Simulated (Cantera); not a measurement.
Cantera run, input and output.

```python
import numpy as np
import cantera as ct

gas = ct.Solution("gri30.yaml")
gas.TPX = 425, 101325, {'CH4': 1, 'O2': 1.33, 'N2': 5.01}
flame = ct.FreeFlame(gas, width=0.04)
flame.set_refine_criteria(ratio=3, slope=0.08, curve=0.16)
flame.transport_model = "mixture-averaged"
flame.solve(loglevel=0, auto=True)
flame.transport_model = "multicomponent"
flame.soret_enabled = False
flame.solve(loglevel=0, refine_grid=True)
z, T = flame.grid, flame.T
thick = (T[-1] - T[0]) / np.gradient(T, z).max()
show = ['CH4', 'O2', 'CO2', 'N2O', 'NO', 'H']
print(f"laminar burning velocity  {flame.velocity[0] * 100:.3f} cm/s")
print(f"burnt temperature         {T[-1]:.1f} K")
print(f"thermal thickness         {thick * 1e3:.4f} mm")
print(f"grid points               {len(z)}")
z0 = z[flame.heat_release_rate.argmax()]
print(f"{'z/mm':>9s}{'T/K':>9s}{'u/(m/s)':>9s}" + "".join(f"{s:>11s}" for s in show))
rows = []
for k in (-3, -2, -1.5, -1, -0.5, -0.25, 0, 0.25, 0.5, 1, 2, 4, 8):
    zz = z0 + k * thick
    rows.append([k * thick, np.interp(zz, z, T), np.interp(zz, z, flame.velocity),
                 *(np.interp(zz, z, flame.X[gas.species_index(s)]) for s in show)])
    print(f"{rows[-1][0] * 1e3:9.3f}{rows[-1][1]:9.1f}{rows[-1][2]:9.3f}" + "".join(f"{x:11.3e}" for x in rows[-1][3:]))
```

Result:

```
laminar burning velocity  21.035 cm/s
burnt temperature         1985.5 K
thermal thickness         1.0214 mm
grid points               121
     z/mm      T/K  u/(m/s)        CH4         O2        CO2        N2O         NO          H
   -3.064    426.0    0.212  1.356e-01  1.804e-01  9.952e-07  8.539e-13  2.326e-10  3.792e-15
   -2.043    431.8    0.216  1.345e-01  1.790e-01  9.876e-06  8.579e-12  1.829e-09  3.089e-13
   -1.532    454.7    0.229  1.321e-01  1.763e-01  6.682e-05  5.903e-11  1.034e-08  1.672e-11
   -1.021    580.9    0.297  1.221e-01  1.652e-01  6.732e-04  6.076e-10  1.117e-07  7.513e-09
   -0.511   1036.6    0.543  8.426e-02  1.207e-01  5.489e-03  5.085e-09  1.433e-06  7.440e-06
   -0.255   1406.3    0.748  4.966e-02  7.694e-02  1.205e-02  1.109e-08  3.108e-06  1.008e-04
    0.000   1746.8    0.940  1.719e-02  3.052e-02  2.133e-02  1.484e-08  5.538e-06  7.648e-04
    0.255   1907.1    1.030  4.945e-03  8.041e-03  2.876e-02  9.033e-09  8.939e-06  1.453e-03
    0.511   1957.3    1.057  2.319e-03  2.167e-03  3.284e-02  4.732e-09  1.192e-05  1.373e-03
    1.021   1982.3    1.070  1.304e-03  2.729e-04  3.624e-02  2.403e-09  1.521e-05  8.872e-04
    2.043   1989.8    1.074  9.517e-04  1.932e-05  3.806e-02  1.643e-09  1.786e-05  5.284e-04
    4.085   1990.2    1.076  7.122e-04  6.057e-07  3.874e-02  1.618e-09  2.119e-05  4.135e-04
    8.171   1988.3    1.076  4.500e-04  2.498e-07  3.863e-02  2.064e-09  2.761e-05  3.980e-04
```

Detailed kinetics in Cantera: GRI-Mech 3.0 (53 species, 325 reactions). Burning velocities carry a grid error of a few per cent, more on coarse grids.
